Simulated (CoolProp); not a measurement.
Vapour-liquid equilibrium of R22 (1) + n-pentane (2) at 67.15 °C; x and y are mole fractions of (1).

Computed with CoolProp (multi-fluid Helmholtz-energy mixture model, Kamei 1995 and Thol 2019; pair parameters Bell 2016).

```json
[
 {"x": "0.05", "bubble pressure (kPa)": "437.6", "y at the bubble point": "0.398", "dew pressure at overall composition x (kPa)": "276.5", "liquid density (mol/L)": "8.131"},
 {"x": "0.2", "bubble pressure (kPa)": "922.6", "y at the bubble point": "0.722", "dew pressure at overall composition x (kPa)": "329.2", "liquid density (mol/L)": "8.563"},
 {"x": "0.35", "bubble pressure (kPa)": "1329", "y at the bubble point": "0.816", "dew pressure at overall composition x (kPa)": "405.4", "liquid density (mol/L)": "9.014"},
 {"x": "0.5", "bubble pressure (kPa)": "1667", "y at the bubble point": "0.864", "dew pressure at overall composition x (kPa)": "525.6", "liquid density (mol/L)": "9.488"},
 {"x": "0.65", "bubble pressure (kPa)": "1975", "y at the bubble point": "0.900", "dew pressure at overall composition x (kPa)": "743.2", "liquid density (mol/L)": "9.991"},
 {"x": "0.8", "bubble pressure (kPa)": "2297", "y at the bubble point": "0.936", "dew pressure at overall composition x (kPa)": "1241", "liquid density (mol/L)": "10.54"},
 {"x": "0.95", "bubble pressure (kPa)": "2679", "y at the bubble point": "0.981", "dew pressure at overall composition x (kPa)": "2423", "liquid density (mol/L)": "11.18"}
]
```

No azeotrope shows between x = 0.05 and 0.95.

Pair parameters are fitted to limited data, so mixtures are less certain than the pure fluids. The gap from Raoult's law changes sign with composition, which may be real or a fault of the pair parameters; it wasn't checked against measurements.
